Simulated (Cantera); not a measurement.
A freely propagating, adiabatic, planar premixed flame of 29.0 % H2, 14.5 % O2, 56.5 % N2, equivalence ratio 1.0, unburnt at 398 K and 10.0 bar; multicomponent transport, grid criteria slope 0.08 and curve 0.16, no radiation.

Computed with Cantera and the H2/O2 subset of GRI-Mech 3.0, which has no nitrogen chemistry. The hydrogen kinetics of GRI-Mech 3.0 are dated; newer H2 mechanisms differ, most at raised pressure. Burning velocities carry a grid error of a few per cent, more on coarse grids.

x: mole fraction of selected species; z is measured from the peak of heat release.

| z (mm) | T (K) | u (m/s) | x H2 | x O2 | x H2O | x OH | x HO2 | x O |
|---|---|---|---|---|---|---|---|---|
| -0.0750 | 398 | 2.30 | 0.290 | 0.145 | 3.80e-7 | <1e-8 | <1e-8 | <1e-8 |
| -0.0500 | 398 | 2.30 | 0.289 | 0.145 | 3.89e-6 | <1e-8 | 6.43e-8 | <1e-8 |
| -0.0375 | 399 | 2.30 | 0.287 | 0.145 | 2.08e-5 | <1e-8 | 3.84e-7 | <1e-8 |
| -0.0250 | 406 | 2.32 | 0.279 | 0.147 | 0.000365 | <1e-8 | 8.85e-6 | 9.32e-8 |
| -0.0125 | 538 | 2.92 | 0.233 | 0.151 | 0.0125 | 1.36e-5 | 0.000521 | 5.62e-6 |
| -0.00625 | (withheld) | 4.80 | (withheld) | (withheld) | (withheld) | (withheld) | (withheld) | (withheld) |
| 0 | 1403 | 7.19 | 0.115 | 0.0987 | 0.140 | 0.00247 | 0.000700 | 0.00154 |
| 0.00625 | 1734 | 8.82 | 0.0677 | 0.0598 | 0.210 | 0.00604 | 0.000320 | 0.00328 |
| 0.0125 | 1921 | 9.74 | 0.0434 | 0.0370 | 0.248 | 0.00961 | 0.000157 | 0.00394 |
| 0.0250 | 2105 | 10.6 | 0.0283 | 0.0215 | 0.276 | 0.0124 | 6.38e-5 | 0.00351 |
| 0.0500 | 2252 | 11.3 | 0.0208 | 0.0151 | 0.293 | 0.0114 | 2.83e-5 | 0.00211 |
| 0.0999 | 2350 | 11.7 | 0.0146 | 0.0115 | 0.305 | 0.00912 | 1.29e-5 | 0.00110 |
| 0.200 | 2409 | 12.0 | (withheld) | (withheld) | 0.313 | (withheld) | (withheld) | (withheld) |

Question: Some entries are withheld; supply them.

Answer: 
- -0.00625, T (K): 918
- -0.00625, x H2: 0.178
- -0.00625, x O2: 0.136
- -0.00625, x H2O: 0.0596
- -0.00625, x OH: 0.000678
- -0.00625, x HO2: 0.00142
- -0.00625, x O: 0.000186
- 0.200, x H2: 0.00984
- 0.200, x O2: 0.00909
- 0.200, x OH: 0.00714
- 0.200, x HO2: 6.45e-6
- 0.200, x O: 0.000594
